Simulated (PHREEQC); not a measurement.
A column of 0.5 m (30 cells, dispersivity 0.025 m, 300 s a shift, diffusion coefficient 3e-10 m²/s) holds 0.0038 eq of the database's cation exchanger X per kg of pore water, first in equilibrium with 0.068 mol/kgw KCl and 1e-05 mol/kgw HCl. It is flushed with 0.0022 mol MgCl2, 0.00032 mol NH4Cl and 1e-05 mol HCl per kg of water, at 15 °C. Values are for the last cell. CO2 from the air is kept out. Precipitation was switched off in this run.

Equilibrium calculation in PHREEQC: ion-association model, phreeqc.dat.

```
pore volumes  Mg in solution (mol/kgw)  NH4 in solution (mol/kgw)  K in solution (mol/kgw)  Cl in solution (mol/kgw)
------------  ------------------------  -------------------------  -----------------------  ------------------------
0                                    0                          0                   0.0680                    0.0680
0.15                                 0                          0                   0.0680                    0.0680
0.4167                         2.72e-6                    5.38e-7                   0.0678                    0.0678
0.55                           3.67e-5                    7.69e-6                   0.0656                    0.0657
0.6833                        0.000131                    3.12e-5                   0.0587                    0.0590
0.95                          0.000306                   0.000110                   0.0358                    0.0366
1.083                         0.000309                   0.000147                   0.0255                    0.0262
1.217                         0.000279                   0.000178                   0.0177                    0.0184
1.35                          0.000256                   0.000205                   0.0123                    0.0131
1.617                         0.000396                   0.000265                  0.00646                   0.00752
1.75                          0.000673                   0.000292                  0.00464                   0.00629
1.883                          0.00104                   0.000309                  0.00318                   0.00559
2.15                           0.00166                   0.000321                  0.00134                   0.00498
2.283                          0.00184                   0.000323                 0.000841                   0.00486
2.417                          0.00197                   0.000323                 0.000522                   0.00480
2.683                          0.00211                   0.000322                 0.000197                   0.00475
2.817                          0.00214                   0.000321                 0.000120                   0.00474
2.95                           0.00217                   0.000321                  7.28e-5                   0.00474
3.083                          0.00218                   0.000321                  4.40e-5                   0.00473
3.35                           0.00219                   0.000320                  1.60e-5                   0.00473
3.483                          0.00220                   0.000320                  9.59e-6                   0.00473
3.617                          0.00220                   0.000320                  5.75e-6                   0.00473
3.883                          0.00220                   0.000320                  2.06e-6                   0.00473
4.017                          0.00220                   0.000320                  1.23e-6                   0.00473
```
